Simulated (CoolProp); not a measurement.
Saturated liquid density (kg/m³) of R1234yf: the reference equation beside estimates from Tc = 94.7 °C, pc = 3.384 MPa, ω = 0.276. Rackett uses Z = 0.29056 − 0.08775 ω.

Computed with CoolProp (reference Helmholtz-energy equation of state, Lemmon 2022).

```csv
T (°C),reference,Rackett,Peng-Robinson
-51.35,1322,1309,1333
-40.65,1294,1281,1306
-29.85,1264,1251,1277
-19.15,1234,1221,1246
-8.45,1202,1189,1211
2.35,1169,1155,1174
13.05,1134,1120,1133
23.75,1096,1083,1087
34.55,1056,1043,1036
45.25,1011,998.7,979.3
55.95,961.4,949.8,913.9
66.75,902.6,892.8,836.1
```

Absolute difference from the reference over all 12 rows, mean and median: Rackett 1.1 and 1.1 %, Peng-Robinson 1.9 and 0.9 %.
